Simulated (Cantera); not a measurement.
An adiabatic, constant-pressure homogeneous reactor starts with CH₄ : C₂H₆ : O₂ : N₂ : H₂O = 1 : 0.15 : 1.1 : 4.13 : 0.18 (molar parts), at 1123 K and 1.28 atm. Integrator tolerance rtol = 1e-08.

Detailed kinetics in Cantera: GRI-Mech 3.0 (53 species, 325 reactions).

Question: What does this change do: constant volume in place of constant pressure?

Answer: 
```csv
quantity,before,after
time of steepest temperature rise,10.1 ms,9.43 ms
temperature at 4.00 s,2034 K,2326 K
equilibrium temperature,2034 K,2326 K
x(CH₄) at 4.00 s,6.42e-10 (gas-phase equilibrium 7.44e-10),8.04e-10 (gas-phase equilibrium 9.14e-10)
x(C₂H₆) at 4.00 s,<1e-12 (gas-phase equilibrium <1e-12),<1e-12 (gas-phase equilibrium <1e-12)
x(O₂) at 4.00 s,3.37e-8 (gas-phase equilibrium 3.37e-8),5.88e-7 (gas-phase equilibrium 5.88e-7)
x(N₂O) at 4.00 s,1.41e-10 (gas-phase equilibrium 1.40e-10),1.82e-9 (gas-phase equilibrium 1.82e-9)
x(CH₃) at 4.00 s,4.97e-11 (gas-phase equilibrium 5.77e-11),2.02e-10 (gas-phase equilibrium 2.29e-10)
x(NO₂) at 4.00 s,2.07e-12 (gas-phase equilibrium 2.03e-12),7.37e-11 (gas-phase equilibrium 7.37e-11)
x(H₂O₂) at 4.00 s,5.08e-11 (gas-phase equilibrium 5.08e-11),7.82e-10 (gas-phase equilibrium 7.82e-10)
```
